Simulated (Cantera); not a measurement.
Feed: 1 mol TEOS, 0.15 mol O₂, 0.91 mol H₂, held at 500 K and 133 Pa.

Equilibrium computed with Cantera from the NASA thermochemical tables; the gas is ideal and each condensed phase is pure. Candidate condensed phases: C, C₆H₆, C₇H₈, C₈H₁₈, H₂O, Si, SiC, SiO₂; 123 gas species. The feed counts by its element totals alone. Rates play no part.

Base state: CH₄ 0.385, H₂ 0.340, H₂O 0.261, CO₂ 0.0137, CO 0.000130 (mole fractions); condensed: C(graphite) + SiO₂(α-quartz).

What changes in the equilibrium state with this change: temperature from 500 K to 1698.15 K?


```
species                before    after
-------------------  --------  -------
H₂                      0.340    0.714
CO                   0.000130    0.281
H                       <1e-9  0.00335
CH₄                     0.385  7.50e-7
H₂O                     0.261  1.31e-7
CO₂                    0.0137  1.51e-8
SiO                     <1e-9  0.00114
C₂H₂ (acetylene)        <1e-9  5.15e-5
C(graphite), mol         4.83     2.73
SiO₂(α-quartz), mol      1.00        0
SiC(s), mol                 0    0.982
```

What changes in the equilibrium state with this change: pressure from 133 Pa to 51000 Pa?


```csv
species,before,after
CH₄,0.385,0.645
H₂O,0.261,0.320
H₂,0.340,0.0225
CO₂,0.0137,0.0123
CO,0.000130,6.29e-6
"C(graphite), mol",4.83,3.61
"SiO₂(α-quartz), mol",1.00,1.00
```
